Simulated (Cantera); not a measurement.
A perfectly stirred reactor is fed with H₂ : O₂ : N₂ = 1.5 : 1 : 3.9 (molar parts), at 293 Torr; it is held at 1175 K, and followed from long to short residence time.

Computed with Cantera and GRI-Mech 3.0 (53 species, 325 reactions). The temperature is held fixed by assumption; the heat of reaction is taken as removed at once.

x: mole fraction; the columns are a selection and need not sum to one.

```
τ (s)       x H₂    x O₂  x N₂O       x O      x OH     x NO₂       x H
------  --------  ------  -----  --------  --------  --------  --------
1.3     0.000249  0.0443      ?   1.91e-5  0.000157   2.33e-9   8.31e-6
0.65    0.000393  0.0444      ?   3.15e-5  0.000198   1.60e-9   1.66e-5
0.33    0.000611  0.0444      ?   5.13e-5  0.000250   1.17e-9   3.27e-5
0.17    0.000935  0.0446      ?   8.22e-5  0.000316  9.31e-10   6.32e-5
0.085    0.00145  0.0448      ?  0.000134  0.000405  7.91e-10  0.000125
0.043    0.00220  0.0451      ?  0.000213  0.000519  7.09e-10  0.000245
0.022    0.00331  0.0456      ?  0.000334  0.000664  6.51e-10  0.000471
0.011    0.00499  0.0463      ?  0.000524  0.000856  6.01e-10  0.000917
0.0055   0.00747  0.0475      ?  0.000811   0.00110  5.57e-10   0.00176
0.0028    0.0109  0.0491      ?   0.00123   0.00140  5.18e-10   0.00325
0.0014    0.0160  0.0517      ?   0.00184   0.00179  4.81e-10   0.00592
```

Q: Some entries are withheld; supply them.

A: 
- 1.3, x N₂O: 2.93e-7
- 0.65, x N₂O: 2.55e-7
- 0.33, x N₂O: 2.19e-7
- 0.17, x N₂O: 1.87e-7
- 0.085, x N₂O: 1.57e-7
- 0.043, x N₂O: 1.30e-7
- 0.022, x N₂O: 1.07e-7
- 0.011, x N₂O: 8.67e-8
- 0.0055, x N₂O: 6.98e-8
- 0.0028, x N₂O: 5.62e-8
- 0.0014, x N₂O: 4.50e-8
